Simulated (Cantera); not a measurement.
Cantera run:

```python
import numpy as np
import cantera as ct

gas_names = """
    H HO2 H2 H2O H2O2 O OH O2 O3 Si SiH SiH2 SiH3 SiH4 SiO SiO2 Si2 Si3
""".split()
cond_names = """
    H2O(s) H2O(L) Si(cr) Si(L) SiO2(Lqz) SiO2(hqz) SiO2(L)
""".split()


def load(file, names, dense=False):
    # The tables refer to 1 bar. Condensed volumes are neglected.
    table = {s.name: s for s in ct.Species.list_from_file(file)}
    out = []
    for n in names:
        d = dict(table[n].input_data)
        d["thermo"] = dict(d["thermo"], **{"reference-pressure": 1e5})
        if dense:
            d["equation-of-state"] = {"model": "constant-volume", "density": "1e6 g/cm^3"}
        out.append(ct.Species.from_dict(d))
    return out


gas = ct.Solution(thermo="ideal-gas", species=load("nasa_gas.yaml", gas_names))
cond = {s.name: ct.Solution(thermo="fixed-stoichiometry", species=[s], name=s.name)
        for s in load("nasa_condensed.yaml", cond_names, dense=True)}
atoms = {
    'SiH4': {'Si': 1, 'H': 4},
    'H2O': {'H': 2, 'O': 1},
}
top_T = {}  # K; cautious upper limits of use, not melting points


def equilibrate(T, P, feed):
    n = {}
    for name, mol in feed.items():
        for a, k in atoms[name].items():
            n[a] = n.get(a, 0.0) + k * mol
    gas.TPX = T, P, n
    mass = sum(n.values()) * gas.mean_molecular_weight
    gas.equilibrate("TP")
    valid = [c for c in cond.values() if c.min_temp <= T <= top_T.get(c.name, c.max_temp)]
    mix = ct.Mixture([(gas, mass / gas.mean_molecular_weight)] + [(c, 0.0) for c in valid])
    mix.T, mix.P = T, P
    mix.equilibrate("TP", solver="vcs", rtol=1e-11, max_steps=5000)
    return mix


results = []
feed = {'SiH4': 1, 'H2O': 0.11}  # mol
P = 10000  # Pa
for T in [523, 723, 923, 1123, 1323, 1523, 1723, 1923, 2123]:
    mix = equilibrate(T, P, feed)
    results.append((T, P, feed, dict(zip(mix.species_names, mix.species_moles))))
    x = sorted(zip(gas.X, gas.species_names), reverse=True)
    print(f"T = {T:g} K  P = {P:g} Pa  gas = {mix.phase_moles(0):.4g} mol")
    print("   x: " + "  ".join(f"{s} {v:.3e}" for v, s in x if v > 1e-05))
    print("   condensed (mol): " + ("  ".join(f"{mix.phase(i).name} {mix.phase_moles(i):.4g}"
          for i in range(1, mix.n_phases) if mix.phase_moles(i) > 1e-12) or "none"))
```

Result:

```
T = 523 K  P = 10000 Pa  gas = 2.11 mol
   x: H2 1.000e+00
   condensed (mol): Si(cr) 0.945  SiO2(Lqz) 0.055
T = 723 K  P = 10000 Pa  gas = 2.11 mol
   x: H2 1.000e+00
   condensed (mol): Si(cr) 0.945  SiO2(Lqz) 0.055
T = 923 K  P = 10000 Pa  gas = 2.11 mol
   x: H2 1.000e+00
   condensed (mol): Si(cr) 0.945  SiO2(hqz) 0.055
T = 1123 K  P = 10000 Pa  gas = 2.11 mol
   x: H2 1.000e+00
   condensed (mol): Si(cr) 0.945  SiO2(hqz) 0.055
T = 1323 K  P = 10000 Pa  gas = 2.11 mol
   x: H2 9.999e-01  SiO 1.322e-04
   condensed (mol): Si(cr) 0.9449  SiO2(hqz) 0.05486
T = 1523 K  P = 10000 Pa  gas = 2.127 mol
   x: H2 9.921e-01  SiO 7.825e-03  H 7.280e-05
   condensed (mol): Si(cr) 0.9367  SiO2(hqz) 0.04668
T = 1723 K  P = 10000 Pa  gas = 2.221 mol
   x: H2 9.499e-01  SiO 4.953e-02  H 5.620e-04  SiH2 1.613e-05
   condensed (mol): Si(L) 0.8899
T = 1923 K  P = 10000 Pa  gas = 2.224 mol
   x: H2 9.474e-01  SiO 4.946e-02  H 2.900e-03  Si 1.696e-04  SiH2 6.376e-05  SiH 4.273e-05
   condensed (mol): Si(L) 0.8894
T = 2123 K  P = 10000 Pa  gas = 2.236 mol
   x: H2 9.376e-01  SiO 4.918e-02  H 1.099e-02  Si 1.700e-03  SiH 2.691e-04  SiH2 1.923e-04  Si2 2.327e-05
   condensed (mol): Si(L) 0.885
```

Cantera equilibrium calculation (NASA polynomials, part measured and part estimated; ideal gas, pure solids and liquids). Mutual solubility and eutectic melting of coexisting phases are not modelled. The tables hold silica as quartz up to 1696 K and as liquid above; real silica turns to tridymite and cristobalite and melts near 1996 K. Gases not in the tables: Si2H6 and higher silanes.
